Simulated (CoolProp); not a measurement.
CH2F2 (R32) at several states: Z from the reference equation and from simpler models built on Tc = 351.3 K, pc = 5.783 MPa, ω = 0.277; each cubic takes its own stable root.

Values from CoolProp's reference Helmholtz-energy equation of state, Tillner-Roth 1997.

```json
[
 {"T (K)": "382", "p (MPa)": "3.45", "phase": "gas", "reference": "0.8141"},
 {"T (K)": "239.7", "p (MPa)": "15.2", "phase": "liquid", "reference": "0.3331"},
 {"T (K)": "270.7", "p (MPa)": "0.305", "phase": "gas", "reference": "0.9445"}
]
```

Task: How far does each simpler model (van der Waals, Redlich-Kwong, Soave-Redlich-Kwong, Peng-Robinson) lie from the reference over these 3 states: mean and median of the absolute difference, and the worst?

Result: 
- van der Waals: mean 30.5 %, median 2.7 %, worst +86.4 % at 239.7 K and 15.2 MPa
- Redlich-Kwong: mean 11.4 %, median 1.8 %, worst +31.3 % at 239.7 K and 15.2 MPa
- Soave-Redlich-Kwong: mean 10.4 %, median 2.5 %, worst +27.4 % at 239.7 K and 15.2 MPa
- Peng-Robinson: mean 4.8 %, median 1.1 %, worst +13.1 % at 239.7 K and 15.2 MPa
